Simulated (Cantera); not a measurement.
Cantera run:

```python
import numpy as np
import cantera as ct

gas_names = [...]  # 131 gases of nasa_gas.yaml made of C, H, O
cond_names = """
    C(gr) C6H6(L) C7H8(L) C8H18(L),n-octa H2O(s) H2O(L)
""".split()


# ... load() reads the species with a 1 bar reference pressure and builds the phases ...
atoms = {
    'C2H6': {'C': 2, 'H': 6},
    'CO2': {'C': 1, 'O': 2},
    'H2': {'H': 2},
}
top_T = {'C(gr)': 4500}  # K; cautious upper limits of use, not melting points


# ... equilibrate(T, P, feed) seeds the gas with the atoms and calls Mixture.equilibrate('TP', solver="vcs", rtol=1e-11, max_steps=5000) ...
results = []
feed = {'C2H6': 1, 'CO2': 0.035, 'H2': 11}  # mol
P = 101325  # Pa
for T in [2500, 3000, 3500, 4000, 4500, 5000]:
    mix = equilibrate(T, P, feed)
    results.append((T, P, feed, dict(zip(mix.species_names, mix.species_moles))))
    x = sorted(zip(gas.X, gas.species_names), reverse=True)
    print(f"T = {T:g} K  P = {P:g} Pa  gas = {mix.phase_moles(0):.4g} mol")
    print("   x: " + "  ".join(f"{s} {v:.3e}" for v, s in x if v > 1e-05))
    print("   condensed (mol): " + ("  ".join(f"{mix.phase(i).name} {mix.phase_moles(i):.4g}"
          for i in range(1, mix.n_phases) if mix.phase_moles(i) > 1e-12) or "none"))
```

It prints:

```
T = 2500 K  P = 101325 Pa  gas = 14.24 mol
   x: H2 9.599e-01  H 2.447e-02  C2H2,acetylene 1.038e-02  CO 4.915e-03  CH4 1.401e-04  CH3 6.422e-05  C4H2 4.640e-05  C2H 1.901e-05
   condensed (mol): C(gr) 1.662
T = 3000 K  P = 101325 Pa  gas = 15.15 mol
   x: H2 8.014e-01  H 1.404e-01  C2H2,acetylene 4.985e-02  CO 4.621e-03  C2H 1.501e-03  C4H2 1.294e-03  C3 3.079e-04  C2H2,vinylidene 1.572e-04  CH3 1.409e-04  CH2 5.740e-05  CH4 5.076e-05  C 5.002e-05  C6H2 3.563e-05  C2 3.128e-05  C3H3,propargyl 2.069e-05  CH 2.024e-05  C2H3,vinyl 1.364e-05
   condensed (mol): C(gr) 0.3008
T = 3500 K  P = 101325 Pa  gas = 18.12 mol
   x: H2 5.210e-01  H 4.234e-01  C2H2,acetylene 3.380e-02  C2H 8.651e-03  C3 4.793e-03  CO 3.862e-03  C 1.612e-03  C2 9.767e-04  C4H2 9.137e-04  C2H2,vinylidene 2.835e-04  CH 2.600e-04  CH2 1.728e-04  C5 9.698e-05  CH3 8.546e-05  C4 3.065e-05  C6H2 2.658e-05  C3H3,propargyl 1.162e-05  C2H3,vinyl 1.066e-05
   condensed (mol): none
T = 4000 K  P = 101325 Pa  gas = 23.5 mol
   x: H 7.364e-01  H2 2.163e-01  C 1.363e-02  C2H 9.545e-03  C3 9.092e-03  C2H2,acetylene 5.736e-03  C2 5.030e-03  CO 2.978e-03  CH 8.379e-04  CH2 1.409e-04  C2H2,vinylidene 9.856e-05  C5 7.861e-05  C4H2 6.273e-05  C4 6.010e-05  CH3 1.596e-05
   condensed (mol): none
T = 4500 K  P = 101325 Pa  gas = 27.68 mol
   x: H 8.768e-01  H2 6.515e-02  C 4.223e-02  C2 6.220e-03  C3 3.037e-03  C2H 2.755e-03  CO 2.528e-03  CH 9.479e-04  C2H2,acetylene 3.012e-04  CH2 4.194e-05  C4 1.228e-05
   condensed (mol): none
T = 5000 K  P = 101325 Pa  gas = 29.32 mol
   x: H 9.134e-01  C 6.021e-02  H2 2.044e-02  C2 2.449e-03  CO 2.383e-03  CH 5.465e-04  C2H 3.064e-04  C3 2.428e-04  Electron 1.472e-05  C+ 1.366e-05
   condensed (mol): none
```

Cantera equilibrium calculation (NASA polynomials, part measured and part estimated; ideal gas, pure solids and liquids).
